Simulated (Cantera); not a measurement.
Charge: 1 mol SO₂, 4 mol O₂, 16 mol H₂, 5.3 mol H₂O, at 2975 °C and 100000 Pa.

Cantera equilibrium calculation (NASA polynomials, part measured and part estimated; ideal gas, pure solids and liquids). Candidate condensed phases: H₂O, H₂SO₄, S; 19 gas species. Kinetics and transport are ignored.

Base state: H₂O 0.371, H₂ 0.286, H 0.171, OH 0.0877, O 0.0312, SO 0.0171, O₂ 0.0158, SO₂ 0.0136 (mole fractions); condensed: gas only.

### Question
What changes in the equilibrium state with this change: temperature from 2975 °C to 1650 °C?

### Answer
```tsv
species	before	after
H₂O	0.371	0.677
H₂	0.286	0.283
H₂S	0.000177	0.0165
H	0.171	0.000502
OH	0.0877	0.000103
O	0.0312	1.37e-7
O₂	0.0158	1.42e-7
SO	0.0171	0.00221
SO₂	0.0136	0.0116
HO₂	1.78e-5	<1e-9
S₂	7.11e-5	0.00633
```

### Question
What changes in the equilibrium state with this change: temperature from 2975 °C to 852 °C?

### Answer
```
species    before    after
-------  --------  -------
H₂O         0.371    0.718
H₂          0.286    0.235
H₂S      0.000177   0.0469
H           0.171  2.15e-8
OH         0.0877    <1e-9
O          0.0312    <1e-9
O₂         0.0158    <1e-9
SO         0.0171  3.71e-8
SO₂        0.0136  2.50e-6
S         0.00417    <1e-9
HO₂       1.78e-5    <1e-9
```

### Question
What changes in the equilibrium state with this change: H₂ from 16 to 2.2 mol?

### Answer
```tsv
species	before	after
H₂O	0.371	0.329
O₂	0.0158	0.181
OH	0.0877	0.152
H₂	0.286	0.0748
H	0.171	0.0873
SO₂	0.0136	0.0498
O	0.0312	0.106
SO	0.0171	0.0184
SO₃	1.16e-6	1.44e-5
H₂S	0.000177	1.46e-5
S₂	7.11e-5	7.14e-6
SH	0.00175	0.000284
```
